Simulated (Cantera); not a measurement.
An adiabatic, constant-volume homogeneous reactor starts with CH4 : C2H6 : C3H8 : O2 : N2 = 1 : 0.044 : 0.88 : 10.7 : 40.4 (molar parts), equivalence ratio 0.61, at 1798 K and 8.30 bar.

Detailed kinetics in Cantera: GRI-Mech 3.0 (53 species, 325 reactions). GRI-Mech 3.0 was tuned for natural gas; its chemistry of propane as a main component is partial and can be far from experiment.

Q: Predict: time of steepest temperature rise; temperature at 0.100 s; equilibrium temperature; x(O2) at 0.100 s; x(NO) at 0.100 s.

A: 
| Item | Value |
|---|---|
| time of steepest temperature rise | 2.82 µs |
| temperature at 0.100 s | 2968 K |
| equilibrium temperature | 2968 K |
| x(O2) at 0.100 s | 0.0655 (gas-phase equilibrium 0.0655) |
| x(NO) at 0.100 s | 0.0246 (gas-phase equilibrium 0.0246) |
